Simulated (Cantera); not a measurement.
A closed system holds: 1 mol B, 5.1 mol N2, equilibrated at 5500 Pa.

Cantera equilibrium calculation (NASA polynomials, part measured and part estimated; ideal gas, pure solids and liquids). Candidate condensed phases: B, BN; 5 gas species. N2 is the only nitrogen source here; it is nearly inert below about 1500 K, so the nitride shown seldom forms there in practice. The numbers say what is thermodynamically allowed, not how fast it happens. All values below are at 650 °C.

Base state: N2 1.00 (mole fractions); condensed: BN(s).

Task: What changes in the equilibrium state with this change: B replaced by B2H6?

Result: 
```csv
species,before,after
N2,1.00,0.577
H2,0,0.423
NH3,0,1.16e-5
"BN(s), mol",1.00,2.00
```
The feed counts by its element totals alone.
